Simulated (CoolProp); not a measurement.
Benzene along the isobar 6.01 MPa: Z from the reference equation and from simpler models built on Tc = 288.9 °C, pc = 4.906 MPa, ω = 0.211; each cubic takes its own stable root.

Computed with CoolProp (reference Helmholtz-energy equation of state, Thol 2012).

```csv
T (°C),phase,reference
115.45,liquid,0.1859
144.45,liquid,0.1807
173.35,liquid,0.1776
202.25,liquid,0.1766
231.15,liquid,0.1787
260.05,liquid,0.1862
289.05,supercritical,0.2117
317.95,supercritical,0.4650
346.85,supercritical,0.6223
```

Problem. How far does each simpler model (van der Waals, Redlich-Kwong, Soave-Redlich-Kwong, Peng-Robinson) lie from the reference over these 9 states: mean and median of the absolute difference, and the worst?

Solution. 
- van der Waals: mean 45.1 %, median 55.8 %, worst +59.7 % at 115.45 °C and 6.01 MPa
- Redlich-Kwong: mean 12.9 %, median 13.1 %, worst +22.9 % at 289.05 °C and 6.01 MPa
- Soave-Redlich-Kwong: mean 11.1 %, median 9.7 %, worst +22.9 % at 289.05 °C and 6.01 MPa
- Peng-Robinson: mean 3.4 %, median 3.0 %, worst +11.1 % at 289.05 °C and 6.01 MPa
